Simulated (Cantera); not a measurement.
An adiabatic, constant-pressure homogeneous reactor starts with CO : H2 : O2 : N2 : H2O = 1 : 0.093 : 0.321 : 1.21 : 0.26 (molar parts), equivalence ratio 1.7, at 1748 K and 0.987 atm.

Detailed kinetics in Cantera: GRI-Mech 3.0 (53 species, 325 reactions).

One state of this run: T (K) = 2791; x CO = 0.201; x H2 = 0.0170; x O2 = 0.0160; x H2O = 0.101; x HO2 = 4.11e-6; x OH = 0.0173. x: mole fraction; the columns are a selection and need not sum to one.

Question: Which value of t (s) does it belong to?
(A) 0.00579
(B) 2.00e-6
(C) 0.000168
(D) 2.85e-5

Answer: A, 0.00579
